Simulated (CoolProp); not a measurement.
Properties of octamethylcyclotetrasiloxane (D4) along the isobar 6.25 MPa.

The numbers come from the reference Helmholtz-energy equation of state, Thol 2015 in CoolProp.

```json
[
 {"T (K)": "355.5", "phase": "liquid", "Z": "0.6991", "speed of sound (m/s)": "786.3", "Joule-Thomson coefficient (K/MPa)": "___", "isothermal compressibility (1/MPa)": "___", "fugacity coefficient": "0.001293"},
 {"T (K)": "372.1", "phase": "liquid", "Z": "0.6817", "speed of sound (m/s)": "741.1", "Joule-Thomson coefficient (K/MPa)": "-0.3383", "isothermal compressibility (1/MPa)": "0.002437", "fugacity coefficient": "0.002629"},
 {"T (K)": "388.6", "phase": "liquid", "Z": "0.6665", "speed of sound (m/s)": "697.9", "Joule-Thomson coefficient (K/MPa)": "-0.3171", "isothermal compressibility (1/MPa)": "0.002790", "fugacity coefficient": "0.004905"},
 {"T (K)": "405.2", "phase": "liquid", "Z": "0.6532", "speed of sound (m/s)": "656.2", "Joule-Thomson coefficient (K/MPa)": "-0.2939", "isothermal compressibility (1/MPa)": "0.003208", "fugacity coefficient": "0.008559"},
 {"T (K)": "421.7", "phase": "liquid", "Z": "0.6418", "speed of sound (m/s)": "616.4", "Joule-Thomson coefficient (K/MPa)": "-0.2689", "isothermal compressibility (1/MPa)": "___", "fugacity coefficient": "0.01400"},
 {"T (K)": "438.3", "phase": "liquid", "Z": "0.6319", "speed of sound (m/s)": "578.0", "Joule-Thomson coefficient (K/MPa)": "-0.2412", "isothermal compressibility (1/MPa)": "0.004284", "fugacity coefficient": "0.02178"},
 {"T (K)": "454.9", "phase": "liquid", "Z": "0.6237", "speed of sound (m/s)": "___", "Joule-Thomson coefficient (K/MPa)": "-0.2106", "isothermal compressibility (1/MPa)": "0.004986", "fugacity coefficient": "0.03234"},
 {"T (K)": "471.4", "phase": "liquid", "Z": "0.6170", "speed of sound (m/s)": "505.8", "Joule-Thomson coefficient (K/MPa)": "-0.1765", "isothermal compressibility (1/MPa)": "0.005827", "fugacity coefficient": "0.04599"},
 {"T (K)": "488", "phase": "liquid", "Z": "___", "speed of sound (m/s)": "471.7", "Joule-Thomson coefficient (K/MPa)": "___", "isothermal compressibility (1/MPa)": "0.006854", "fugacity coefficient": "0.06320"},
 {"T (K)": "504.5", "phase": "liquid", "Z": "0.6083", "speed of sound (m/s)": "439.1", "Joule-Thomson coefficient (K/MPa)": "-0.09353", "isothermal compressibility (1/MPa)": "0.008103", "fugacity coefficient": "0.08398"}
]
```

Question: Some entries are withheld; supply them.

Answer: 
- 355.5, Joule-Thomson coefficient (K/MPa): -0.3581
- 355.5, isothermal compressibility (1/MPa): 0.002134
- 421.7, isothermal compressibility (1/MPa): 0.003698
- 454.9, speed of sound (m/s): 541.0
- 488, Z: 0.6119
- 488, Joule-Thomson coefficient (K/MPa): -0.1377
